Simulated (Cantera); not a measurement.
## Ammonia decomposition in nitride growth gas

An isothermal, constant-pressure homogeneous reactor starts with NH3 : H2 = 1 : 0.29 (molar parts), at 2125 K and 21000 Pa.

Cantera simulation using the gas-phase N/H chemistry of the illustrative SiF4/NH3 mechanism in the Surface Chemkin manual (1991); the numbers are that mechanism's predictions, not measurements. Walls and surfaces, which speed up NH3 decomposition in real reactors, are not modelled.

```csv
t (s),x NH3,x H2,x NH2,x N2,x NH,x N,x H
2.00e-6,0.775,0.225,2.17e-5,<1e-12,1.66e-9,<1e-12,3.17e-6
1.38e-5,0.775,0.225,0.000155,2.80e-9,1.95e-7,5.69e-10,1.59e-5
9.46e-5,0.774,0.225,0.00100,2.27e-5,9.67e-6,2.34e-7,9.78e-5
0.000650,0.762,0.233,0.00193,0.00300,3.28e-5,1.40e-6,0.000197
0.00447,0.682,0.290,0.00177,0.0253,3.29e-5,1.56e-6,0.000251
0.0308,0.355,0.526,0.00112,0.118,2.93e-5,2.00e-6,0.000551
0.211,0.0122,0.771,0.000121,0.215,1.09e-5,2.59e-6,0.00254
1.45,1.92e-5,0.775,5.27e-7,0.218,1.32e-7,8.69e-8,0.00702
10.0,2.39e-6,0.775,6.57e-8,0.218,1.65e-8,1.08e-8,0.00702
```
x: mole fraction; the columns are a selection and need not sum to one.

Equilibrium at this temperature and pressure: NH3 1.10e-6, H2 0.775, NH2 3.03e-8, N2 0.218, NH 7.61e-9, N 5.00e-9, H 0.00702 (gas phase only).
